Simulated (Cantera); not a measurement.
Input (Python, Cantera):

```python
import numpy as np
import cantera as ct

gas = ct.Solution("h2o2.yaml")
gas.TPX = 325, 33000, {'H2': 1, 'O2': 0.263, 'N2': 0.989}
flame = ct.FreeFlame(gas, width=0.087)
flame.set_refine_criteria(ratio=3, slope=0.08, curve=0.16)
flame.transport_model = "mixture-averaged"
flame.solve(loglevel=0, auto=True)
flame.transport_model = "multicomponent"
flame.soret_enabled = True
flame.solve(loglevel=0, refine_grid=True)
z, T = flame.grid, flame.T
thick = (T[-1] - T[0]) / np.gradient(T, z).max()
show = ['H2', 'O2', 'H2O2', 'OH', 'O', 'H']
print(f"laminar burning velocity  {flame.velocity[0] * 100:.3f} cm/s")
print(f"burnt temperature         {T[-1]:.1f} K")
print(f"thermal thickness         {thick * 1e3:.4f} mm")
print(f"grid points               {len(z)}")
z0 = z[flame.heat_release_rate.argmax()]
print(f"{'z/mm':>9s}{'T/K':>9s}{'u/(m/s)':>9s}" + "".join(f"{s:>11s}" for s in show))
rows = []
for k in (-3, -2, -1.5, -1, -0.5, -0.25, 0, 0.25, 0.5, 1, 2, 4, 8):
    zz = z0 + k * thick
    rows.append([k * thick, np.interp(zz, z, T), np.interp(zz, z, flame.velocity),
                 *(np.interp(zz, z, flame.X[gas.species_index(s)]) for s in show)])
    print(f"{rows[-1][0] * 1e3:9.3f}{rows[-1][1]:9.1f}{rows[-1][2]:9.3f}" + "".join(f"{x:11.3e}" for x in rows[-1][3:]))
```

It prints:

```
laminar burning velocity  291.075 cm/s
burnt temperature         2101.1 K
thermal thickness         1.4572 mm
grid points               144
     z/mm      T/K  u/(m/s)         H2         O2       H2O2         OH          O          H
   -4.371    325.0    2.911  4.440e-01  1.168e-01 -5.406e-16  5.146e-18  2.785e-15  8.510e-19
   -2.914    325.0    2.911  4.440e-01  1.168e-01  2.666e-14  4.260e-16  1.885e-13  9.365e-17
   -2.186    325.0    2.911  4.440e-01  1.168e-01  9.830e-13  1.248e-14  4.207e-12  2.717e-15
   -1.457    325.0    2.910  4.439e-01  1.168e-01  4.204e-10  3.842e-11  5.717e-10  9.286e-12
   -0.729    340.7    2.979  4.286e-01  1.199e-01  8.621e-06  1.965e-05  1.740e-06  1.353e-05
   -0.364    637.4    5.376  3.863e-01  1.135e-01  4.664e-05  7.540e-04  1.740e-04  7.203e-03
    0.000   1058.9    8.801  2.960e-01  7.511e-02  9.595e-07  1.359e-03  2.597e-03  4.726e-02
    0.364   1325.9   11.004  2.042e-01  1.957e-02  4.732e-07  2.888e-03  3.462e-03  8.688e-02
    0.729   1438.3   11.909  1.825e-01  3.462e-03  3.132e-07  3.138e-03  1.861e-03  9.245e-02
    1.457   1543.3   12.710  1.865e-01  8.862e-04  2.475e-07  3.588e-03  1.358e-03  8.232e-02
    2.914   1656.7   13.547  1.961e-01  6.310e-04  1.691e-07  3.931e-03  1.098e-03  6.728e-02
    5.829   1770.9   14.366  2.057e-01  4.182e-04  9.600e-08  3.895e-03  7.641e-04  5.157e-02
   11.657   1874.5   15.087  2.143e-01  2.358e-04  4.889e-08  3.429e-03  4.486e-04  3.698e-02
```

Computed with Cantera and the H2/O2 subset of GRI-Mech 3.0, which has no nitrogen chemistry. Burning velocities carry a grid error of a few per cent, more on coarse grids.
